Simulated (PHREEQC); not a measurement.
Consider water at 47 °C with 0.37 mmol/kgw Na2HAsO4, 1.7 mmol/kgw HCl and 120 mmol/kgw FeCl3. Closed to the air; pH follows from the charge balance.

The numbers come from PHREEQC with the ion-association model, wateq4f.dat.

No solid was allowed to form.

Task: Order these Cl species by the share of Cl that they hold, largest first: FeCl2+, Cl-, FeCl+2.

Result: Cl- (75 %), FeCl+2 (20 %), FeCl2+ (4.7 %)

The pH is 1.74 and the ionic strength 0.448 mol/kgw. Examples of supersaturated solids here: Hematite (slow to form), Goethite (slow to form). Others may be too. Species that the database lacks are ignored. The database's scorodite may be far more soluble than the real mineral, and it has no iron arsenate complexes; the constant wasn't checked at its source. Away from 25 °C the constants follow the database's enthalpies or fits; those with neither stay at their 25 °C values.
